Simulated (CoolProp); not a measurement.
Isobutane along the isobar 0.101 MPa: fugacity coefficient from the reference equation and from simpler models built on Tc = 134.7 °C, pc = 3.629 MPa, ω = 0.184; each cubic takes its own stable root.

The numbers come from the reference Helmholtz-energy equation of state, Bücker 2006 in CoolProp.

```json
[
 {"T (°C)": "-149.65", "phase": "liquid", "reference": "2.322e-6", "van der Waals": "0.01286", "Redlich-Kwong": "2.175e-6", "Peng-Robinson": "3.683e-6"},
 {"T (°C)": "-144.45", "phase": "liquid", "reference": "6.812e-6", "van der Waals": "0.02007", "Redlich-Kwong": "7.269e-6", "Peng-Robinson": "1.023e-5"},
 {"T (°C)": "-139.25", "phase": "liquid", "reference": "(withheld)", "van der Waals": "0.03025", "Redlich-Kwong": "2.160e-5", "Peng-Robinson": "2.610e-5"},
 {"T (°C)": "-133.95", "phase": "liquid", "reference": "4.571e-5", "van der Waals": "0.04450", "Redlich-Kwong": "5.898e-5", "Peng-Robinson": "(withheld)"},
 {"T (°C)": "-128.75", "phase": "liquid", "reference": "0.0001047", "van der Waals": "0.06320", "Redlich-Kwong": "0.0001444", "Peng-Robinson": "0.0001382"},
 {"T (°C)": "-123.55", "phase": "liquid", "reference": "0.0002250", "van der Waals": "0.08757", "Redlich-Kwong": "0.0003269", "Peng-Robinson": "0.0002872"},
 {"T (°C)": "-118.35", "phase": "liquid", "reference": "0.0004562", "van der Waals": "(withheld)", "Redlich-Kwong": "0.0006904", "Peng-Robinson": "0.0005654"},
 {"T (°C)": "-113.15", "phase": "liquid", "reference": "0.0008784", "van der Waals": "0.1576", "Redlich-Kwong": "0.001371", "Peng-Robinson": "0.001060"},
 {"T (°C)": "-107.95", "phase": "liquid", "reference": "0.001614", "van der Waals": "0.2055", "Redlich-Kwong": "0.002578", "Peng-Robinson": "0.001903"},
 {"T (°C)": "-102.75", "phase": "liquid", "reference": "0.002844", "van der Waals": "0.2635", "Redlich-Kwong": "0.004616", "Peng-Robinson": "0.003284"},
 {"T (°C)": "-97.55", "phase": "liquid", "reference": "0.004822", "van der Waals": "0.3329", "Redlich-Kwong": "(withheld)", "Peng-Robinson": "0.005467"},
 {"T (°C)": "-92.25", "phase": "liquid", "reference": "0.007970", "van der Waals": "0.4166", "Redlich-Kwong": "0.01315", "Peng-Robinson": "0.008886"},
 {"T (°C)": "-87.05", "phase": "liquid", "reference": "0.01264", "van der Waals": "0.5124", "Redlich-Kwong": "0.02088", "Peng-Robinson": "0.01389"},
 {"T (°C)": "-81.85", "phase": "liquid", "reference": "0.01946", "van der Waals": "0.6230", "Redlich-Kwong": "0.03211", "Peng-Robinson": "0.02112"},
 {"T (°C)": "-76.65", "phase": "liquid", "reference": "0.02919", "van der Waals": "0.7494", "Redlich-Kwong": "(withheld)", "Peng-Robinson": "0.03131"}
]
```

Question: Fill in the missing entries.

Answer: 
- -139.25, reference: 1.823e-5
- -133.95, Peng-Robinson: 6.266e-5
- -118.35, van der Waals: 0.1187
- -97.55, Redlich-Kwong: 0.007909
- -76.65, Redlich-Kwong: 0.04797
